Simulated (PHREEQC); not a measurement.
## Alkaline etch or developer (model solution)

Consider water at 20 °C with 0.0089 mol LiOH, 1.1e-05 mol H4SiO4 and 0.013 mol K2CO3 per kg of water. Closed to the air; pH follows from the charge balance.

Model: ion-association model, phreeqc.dat, run in PHREEQC.

No solid was allowed to form.

Q: Estimate the pH, ionic strength.

A: pH 12.03; ionic strength 0.0477 mol/kgw.

Q: In which forms is C present?

A: CO3-2 99 %, HCO3- 1.3 % of the C.
